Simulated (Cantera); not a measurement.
An isothermal, constant-pressure homogeneous reactor starts with 3.23 % C2H6, 96.8 % N2, at 1575 K and 0.210 bar.

Cantera simulation using GRI-Mech 3.0 (53 species, 325 reactions); the numbers are that mechanism's predictions, not measurements. GRI-Mech 3.0 stops at C3 and has no aromatics, soot or wall deposition, so with more carbon than oxygen in the feed, carbon stays in small species such as C2H2 where larger ones or solid carbon would form.

One state of this run: x C2H6 = 1.91e-6; x CH3 = 4.46e-5; x HCN = 1.63e-6; x H = 1.68e-5; x C2H2 = 0.0271; x CH4 = 0.00667; x C2H = 2.62e-8. x: mole fraction; the columns are a selection and need not sum to one.

**Question.** Which value of t (s) does it belong to?
(A) 0.0128
(B) 0.358
(C) 0.823
(D) 0.000200

**Answer.** B, 0.358
